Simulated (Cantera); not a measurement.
Input: 1 mol HMDSO, 0.26 mol O₃, 0.13 mol H₂, at 725 K and 1100 Pa.

These are equilibrium values from Cantera (NASA tables, ideal gas, pure condensed phases), not measurements of a reactor. The feed counts by its element totals alone. Rates play no part.

```tsv
species	before	after
H₂	0.949	0.818
CO	<1e-9	0.160
H	<1e-9	0.0196
CH₄	0.0509	2.74e-6
SiO	<1e-9	0.00167
C₂H₂ (acetylene)	<1e-9	0.000868
Si	<1e-9	0.000461
SiH	<1e-9	2.65e-5
SiC₂	<1e-9	2.40e-5
Si₂C	<1e-9	1.55e-5
C(graphite), mol	4.45	2.24
SiC(s), mol	1.11	1.98
SiO₂(α-quartz), mol	0.890	0
```
Gas species are given as mole fractions.

**Question.** What was changed between the two runs?
A) temperature from 725 K to 2050 K
B) temperature from 725 K to 1550 K
C) temperature from 725 K to 1075 K
D) temperature from 725 K to 1850 K

**Answer.** A, temperature from 725 K to 2050 K
